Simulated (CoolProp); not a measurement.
Vapour-liquid equilibrium of n-heptane (1) + p-xylene (2) at 385.1 K; x and y are mole fractions of (1).

Computed with CoolProp (multi-fluid Helmholtz-energy mixture model, Span 2003 and Zhou 2012; pair parameters Bell 2016).

```csv
x,bubble pressure (MPa),y at the bubble point,dew pressure at overall composition x (MPa),liquid density (mol/L)
0.05,0.05418,0.167,0.04917,7.258
0.15,0.06681,0.387,0.05340,7.110
0.25,___,0.530,0.05838,6.966
0.35,0.08871,___,0.06431,6.826
0.45,0.09854,0.712,0.07145,6.689
0.55,0.1079,0.778,0.08012,6.556
0.65,0.1170,0.835,0.09075,6.426
0.75,0.1260,0.886,0.1038,___
0.85,0.1349,___,0.1196,6.177
0.95,0.1439,0.978,0.1382,6.057
```

What belongs in the gaps?


- 0.25, bubble pressure (MPa): 0.07821
- 0.35, y at the bubble point: 0.632
- 0.75, liquid density (mol/L): 6.300
- 0.85, y at the bubble point: 0.934

No azeotrope shows between x = 0.05 and 0.95.

Pair parameters are fitted to limited data, so mixtures are less certain than the pure fluids.
